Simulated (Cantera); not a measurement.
## Silicon carbide growth: (CH3)2SiCl2 + HCl + H2

A closed system holds: 1 mol (CH3)2SiCl2, 0.038 mol HCl, 87 mol H2, equilibrated at 13.3 mbar.

Method: chemical equilibrium by Gibbs-energy minimisation in Cantera with the NASA 1993 tables (ideal gas, pure condensed phases). Candidate condensed phases: C, C6H6, C7H8, C8H18, Si, SiC; 109 gas species. The feed counts by its element totals alone. The tables' values for SiCl are old estimates; treat these amounts as uncertain. Gases not in the tables: Si2H6 and higher silanes. Kinetics and transport are ignored.

| T (K) | log p H2 | log p H | log p HCl | log p Si | log p C2H2 (acetylene) | log p Cl | log p SiC2 | log p Si2C | n C(graphite) | n SiC(s) |
|---|---|---|---|---|---|---|---|---|---|---|
| 1598 | -1.89 | -5.22 | -3.53 | -9.01 | -6.45 | -6.96 | -11.43 | -11.51 | 0.995 | 0.998 |
| 1748 | -1.89 | -4.58 | -3.53 | -7.56 | -5.83 | -6.34 | -9.53 | -9.66 | 0.982 | 0.997 |
| 1898 | -1.89 | -4.05 | -3.53 | -6.34 | -5.31 | -5.82 | -7.95 | -8.10 | 0.941 | 0.991 |
| 2048 | -1.89 | -3.60 | -3.54 | -5.31 | -4.87 | -5.37 | -6.60 | -6.78 | 0.860 | 0.950 |
| 2198 | -1.91 | -3.21 | -3.56 | -4.41 | -4.50 | -5.00 | -5.43 | -5.65 | 0.853 | 0.638 |
| 2348 | -1.94 | -2.88 | -3.59 | -3.98 | -4.20 | -4.68 | -4.77 | -5.35 | 0.793 | 0 |
| 2498 | -1.99 | -2.60 | -3.65 | -4.00 | -3.99 | -4.41 | -4.62 | -5.91 | 0 | 0 |
log p: log10 of the partial pressure in bar; n: condensed amount in mol.

From 1598 K to 2198 K the condensed part is C(graphite) + SiC(s). At 2348 K the condensed part is C(graphite). At 2498 K nothing is condensed. The main Si-bearing gas is SiCl2 at 1598 K and Si at 2498 K.
